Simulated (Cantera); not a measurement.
A perfectly stirred reactor is fed with H2 : O2 : N2 = 1 : 0.385 : 1.45 (molar parts), equivalence ratio 1.3, at 760 Torr; it is adiabatic with a 750 K inlet, and is followed from long to short residence time, starting on the burning branch (τ in s: 0.037, 0.013, 0.0043, 0.0015, 0.00051, 0.00017, 5.9e-05, 2e-05, 6.9e-06).

Computed with Cantera and GRI-Mech 3.0 (53 species, 325 reactions).

**Question.** Predict: blow-out, bracketed by the residence times tried; x(H2) at τ = 37.0 ms; x(O2) at τ = 37.0 ms; x(O) at τ = 37.0 ms; x(NO2) at τ = 37.0 ms; x(HO2) at τ = 37.0 ms; x(H2) at τ = 0.510 ms; x(O2) at τ = 0.510 ms; x(O) at τ = 0.510 ms; x(NO2) at τ = 0.510 ms; x(HO2) at τ = 0.510 ms.

**Answer.** 
| Property | Result |
|---|---|
| blow-out, bracketed by the residence times tried | burning at 6.90 µs, the shortest tried |
| x(H2) at τ = 37.0 ms | 0.0948 |
| x(O2) at τ = 37.0 ms | 0.000889 |
| x(O) at τ = 37.0 ms | 0.000679 |
| x(NO2) at τ = 37.0 ms | 6.52e-8 |
| x(HO2) at τ = 37.0 ms | 5.21e-7 |
| x(H2) at τ = 0.510 ms | 0.0959 |
| x(O2) at τ = 0.510 ms | 0.00517 |
| x(O) at τ = 0.510 ms | 0.00397 |
| x(NO2) at τ = 0.510 ms | 7.31e-9 |
| x(HO2) at τ = 0.510 ms | 2.55e-6 |
